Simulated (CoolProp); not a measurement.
Vapour-liquid equilibrium of trans-2-butene (1) + acetone (2) at 376 K; x and y are mole fractions of (1).

Computed with CoolProp (multi-fluid Helmholtz-energy mixture model, Lemmon 2005 and Lemmon 2006; pair parameters Bell 2016).

| x | bubble pressure, mixture model (MPa) | bubble pressure, Raoult's law (MPa) | y, mixture model | y, Raoult's law |
|---|---|---|---|---|
| 0.05 | 0.5228 | 0.4600 | 0.246 | 0.173 |
| 0.15 | 0.7412 | 0.5794 | 0.492 | 0.413 |
| 0.25 | 0.9207 | 0.6988 | 0.613 | 0.570 |
| 0.35 | 1.065 | 0.8182 | 0.686 | 0.682 |
| 0.45 | 1.180 | 0.9376 | 0.737 | 0.765 |
| 0.55 | 1.275 | 1.057 | 0.778 | 0.830 |
| 0.65 | 1.358 | 1.176 | 0.816 | 0.881 |
| 0.75 | 1.435 | 1.296 | 0.855 | 0.923 |
| 0.85 | 1.506 | 1.415 | 0.902 | 0.958 |
| 0.95 | 1.569 | 1.535 | 0.963 | 0.987 |

The largest gap from Raoult's law is +31.8 % in bubble pressure, at x = 0.25. No azeotrope shows between x = 0.05 and 0.95.

Pair parameters are fitted to limited data, so mixtures are less certain than the pure fluids.
